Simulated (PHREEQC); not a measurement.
0.054 g of hydrous ferric oxide (600 m²/g; 0.2 weak and 0.005 strong sites per Fe, Dzombak-Morel constants, diffuse double layer) in 1 kg of water with 0.05 mol/kgw of an inert sodium salt, at 25 °C; the pH is set by adding NaOH or the inert anion's acid. Oxygen alone is held at its pressure in air (log pO2 = -0.68). The system is closed to CO2. Precipitation was switched off in this run.

Base run: PHREEQC, ion-association model, wateq4f.dat. Each further column changes one thing. The table gives surface charge σ (C/m²).

```
pH      base  background salt from 0.05 to 0.005 mol/kgw  oxide from 0.054 to 0.27 g/kgw  0.00035 mol/kgw NaH2PO4 added
----  ------  ------------------------------------------  ------------------------------  -----------------------------
3      0.357                                       0.302                           0.357                              …
3.75   0.317                                       0.212                           0.317                              …
4.12   0.281                                       0.169                           0.282                          0.015
4.88   0.194                                       0.099                           0.194                          0.005
5.25   0.154                                       0.074                           0.154                          0.000
6      0.089                                       0.038                           0.089                         -0.011
6.75   0.045                                       0.017                           0.045                         -0.023
7.12   0.030                                       0.011                           0.030                         -0.027
7.88   0.006                                           …                           0.006                         -0.034
8.25  -0.004                                      -0.001                          -0.004                         -0.037
9     -0.026                                      -0.009                          -0.026                         -0.047
```

### Question
Some entries are withheld; supply them.

### Answer

- 3, 0.00035 mol/kgw NaH2PO4 added: 0.022
- 3.75, 0.00035 mol/kgw NaH2PO4 added: 0.018
- 7.88, background salt from 0.05 to 0.005 mol/kgw: 0.002

The oxide is taken as insoluble; below pH 4 it would dissolve. H3PO4, which wateq4f.dat lacks, is added to it with the constant of phreeqc.dat.
